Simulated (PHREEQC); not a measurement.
## Hard or scaling water: speciation

A solution holds 0.0047 mol/kgw SrCl2, 2e-05 mol/kgw CO2 and 2.7e-07 mol/kgw H4SiO4, at 86 °C. Closed to the air; pH follows from the charge balance.

Model: Pitzer model, pitzer.dat, run in PHREEQC.

Precipitation was switched off in this run.

Task: Estimate the pH.

Result: pH 5.55.

Task: In which forms is C present?

Result: CO2 84 %, HCO3- 16 % of the C.

Away from 25 °C the constants follow the database's enthalpies or fits; those with neither stay at their 25 °C values.
